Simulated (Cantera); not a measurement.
A freely propagating, adiabatic, planar premixed flame of H2 : O2 : N2 = 1 : 0.385 : 1.45 (molar parts), equivalence ratio 1.3, unburnt at 375 K and 4.90 bar; mixture-averaged transport, grid criteria slope 0.08 and curve 0.16, no radiation.

Detailed kinetics in Cantera: the H2/O2 subset of GRI-Mech 3.0, which has no nitrogen chemistry. The hydrogen kinetics of GRI-Mech 3.0 are dated; newer H2 mechanisms differ, most at raised pressure. Burning velocities carry a grid error of a few per cent, more on coarse grids.

**Question.** Predict: laminar burning velocity; thermal thickness; peak x(HO2); peak x(H); peak x(H2O2).

**Answer.** 
```
Quantity                      Value
------------------------  ---------
laminar burning velocity   393 cm/s
thermal thickness         0.0484 mm
peak x(HO2)                 0.00118
peak x(H)                    0.0402
peak x(H2O2)               0.000148
```
